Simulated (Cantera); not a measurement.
Charge: 1 mol BN, 0.72 mol Cl2, 8 mol N2, equilibrated at 1327 °C and 1.00 bar.

Method: chemical equilibrium by Gibbs-energy minimisation in Cantera with the NASA 1993 tables (ideal gas, pure condensed phases). Candidate condensed phases: B, BN; 10 gas species. The tables' values for BCl2 are old estimates; treat these amounts as uncertain. Rates play no part.

Base state: N2 0.945, BCl3 0.0549, Cl 0.000205, BCl2 5.61e-5 (mole fractions); condensed: BN(s).

Q: What changes in the equilibrium state with this change: Cl2 from 0.72 to 1.4 mol?

A: 
```
species       before     after
----------  --------  --------
N2             0.945     0.901
BCl3          0.0549    0.0991
Cl          0.000205  0.000248
BCl2         5.61e-5   8.38e-5
BN(s), mol     0.520    0.0672
```
